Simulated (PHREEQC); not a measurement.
Consider water at 25 °C with 15.4 mmol/kgw LiOH, 1.24 mmol/kgw H3BO3 and 1.04 mmol/kgw Na2CO3. Closed to the air; pH follows from the charge balance.

Computed with PHREEQC (ion-association model, phreeqc.dat).

```
Item                       Value
----------------  --------------
pH                         12.09
ionic strength    0.0185 mol/kgw
total alkalinity     17.5 meq/kg
```

```csv
species,molality,activity,log γ
Li+,0.0154,0.0136,-0.055
OH-,0.0142,0.0123,-0.060
Na+,0.00206,0.00180,-0.057
H2BO3-,0.00124,0.00108,-0.058
CO3-2,0.00101,0.000601,-0.223
NaCO3-,2.31e-5,2.02e-5,-0.058
HCO3-,1.19e-5,1.05e-5,-0.056
H3BO3,1.54e-6,1.54e-6,0.002
NaHCO3,1.06e-8,1.06e-8,0.002
```

No solid was allowed to form.
